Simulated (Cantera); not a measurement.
A Cantera script and what it prints.

```python
import numpy as np
import cantera as ct

gas_names = [...]  # 113 gases of nasa_gas.yaml made of C, Cu, H, O
cond_names = """
    C(gr) C6H6(L) C7H8(L) C8H18(L),n-octa Cu(cr) Cu(L) CuO(s) CuO2H2(s) Cu2O(s) Cu2O(L) H2O(s) H2O(L)
""".split()


# ... load() reads the species with a 1 bar reference pressure and builds the phases ...
atoms = {
    'CuO': {'Cu': 1, 'O': 1},
    'CH4': {'C': 1, 'H': 4},
    'H2': {'H': 2},
}
top_T = {'C(gr)': 4500, 'CuO(s)': 1390}  # K; cautious upper limits of use, not melting points


# ... equilibrate(T, P, feed) seeds the gas with the atoms and calls Mixture.equilibrate('TP', solver="vcs", rtol=1e-11, max_steps=5000) ...
results = []
feed = {'CuO': 1, 'CH4': 3.5, 'H2': 14}  # mol
P = 13332.2  # Pa
for T in [1175, 1225, 1275, 1325, 1375, 1425, 1475, 1525, 1575, 1625, 1675]:
    mix = equilibrate(T, P, feed)
    results.append((T, P, feed, dict(zip(mix.species_names, mix.species_moles))))

top = {s: max(r[3][s] / sum(r[3][g] for g in gas_names) for r in results) for s in gas_names}
cols = sorted((s for s in top if top[s] > 0.001), key=lambda s: -top[s])[:8]
seen = [c for c in cond_names if any(r[3].get(c, 0) > 1e-12 for r in results)]
print("log10 of partial pressures in bar; condensed amounts in mol")
print(f"{'T/K':>10s}" + "".join(f"{s[:9]:>10s}" for s in cols + seen))
for T, P, feed, n in results:
    ng = sum(n[g] for g in gas_names)
    print(f"{T:10.4g}" + "".join(f"{np.log10(max(n[s] / ng * P / 1e5, 1e-99)):10.3f}" for s in cols)
          + "".join(f"{n.get(c, 0):10.4g}" for c in seen))
```

It prints:

```
log10 of partial pressures in bar; condensed amounts in mol
       T/K        H2        CO       CH4     C(gr)    Cu(cr)     Cu(L)
      1175    -0.896    -2.218    -3.511     2.454         1         0
      1225    -0.896    -2.218    -3.674     2.468         1         0
      1275    -0.896    -2.218    -3.825     2.477         1         0
      1325    -0.896    -2.218    -3.964     2.483         1         0
      1375    -0.896    -2.218    -4.094     2.487         0    0.9999
      1425    -0.896    -2.218    -4.215      2.49         0    0.9996
      1475    -0.896    -2.218    -4.328     2.492         0    0.9991
      1525    -0.896    -2.218    -4.433     2.494         0    0.9979
      1575    -0.896    -2.218    -4.531     2.494         0    0.9955
      1625    -0.896    -2.218    -4.624     2.495         0    0.9906
      1675    -0.896    -2.218    -4.711     2.494         0    0.9811
```

Cantera equilibrium calculation (NASA polynomials, part measured and part estimated; ideal gas, pure solids and liquids).
